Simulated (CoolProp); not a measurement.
The fluid at 298.15 K and 0.276 MPa (stagnation) flows isentropically through a choked orifice. The same conditions are run with several fluids, on thermodynamics alone (safety and materials aside).

Model: reference Helmholtz-energy equation of state of each fluid (R410A: Lemmon 2003; R115: Lemmon 2016; CH3F (R41): Lemmon 2006; propane: Lemmon 2009), in CoolProp. Blends and air are pseudo-pure fits.

```
fluid       throat to inlet pressure ratio  mass flux (kg/(m² s))  throat temperature (K)
----------  ------------------------------  ---------------------  ----------------------
R410A                                    …                      …                       …
R115                                     …                      …                   285.6
CH3F (R41)                               …                    689                       …
propane                              0.581                      …                   279.0
```

Q: Fill in the missing entries.

A: 
- R410A, throat to inlet pressure ratio: 0.571
- R410A, mass flux (kg/(m² s)): 974
- R410A, throat temperature (K): 274.1
- R115, throat to inlet pressure ratio: 0.593
- R115, mass flux (kg/(m² s)): 1380
- CH3F (R41), throat to inlet pressure ratio: 0.546
- CH3F (R41), throat temperature (K): 259.5
- propane, mass flux (kg/(m² s)): 751
